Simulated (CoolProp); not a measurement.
Model: reference Helmholtz-energy equation of state, Zhou 2012, in CoolProp.

Question: For m-xylene, give the phase and the density (kg/m³), Joule-Thomson coefficient (K/MPa), Prandtl number at 346.85 °C and 0.497 MPa.

Answer: 
- 346.85 °C and 0.497 MPa: gas; density 10.8, Joule-Thomson coefficient 7.75, Prandtl number 0.710

Viscosity comes from a separate model (Cao 2016). Thermal conductivity comes from a separate model (Mylona 2014).
